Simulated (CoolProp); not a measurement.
Vapour-liquid equilibrium of hexamethyldisiloxane (MM) (1) + toluene (2) at 0.00884 MPa; x and y are mole fractions of (1).

Values from CoolProp's multi-fluid Helmholtz-energy mixture model, Thol 2016 and Lemmon 2006; pair parameters Bell 2016.

```csv
x,"bubble temperature, mixture model (°C)","bubble temperature, Raoult's law (°C)","y, mixture model","y, Raoult's law"
0.05,___,42.0,0.090,0.071
0.125,40.2,41.3,0.207,0.171
0.2,39.1,40.6,0.307,0.265
0.275,38.2,40.0,0.393,0.354
0.35,37.4,39.3,0.468,0.438
0.425,36.7,38.7,0.536,0.517
0.5,36.1,38.1,0.597,0.592
0.575,35.7,37.5,0.655,0.662
0.65,35.3,36.9,0.711,0.729
0.725,34.9,36.4,0.767,0.793
0.8,34.7,35.8,___,0.853
0.875,34.5,35.3,___,0.910
0.95,34.4,34.8,0.951,0.965
```

**Question.** What belongs in the gaps?

**Answer.** 
- 0.05, bubble temperature, mixture model (°C): 41.5
- 0.8, y, mixture model: 0.824
- 0.875, y, mixture model: 0.884

The largest gap from Raoult's law is -2.0 K in bubble temperature, at x = 0.425. No azeotrope shows between x = 0.05 and 0.95.

The pair parameters rest on a limited set of measurements; away from them the model extrapolates.
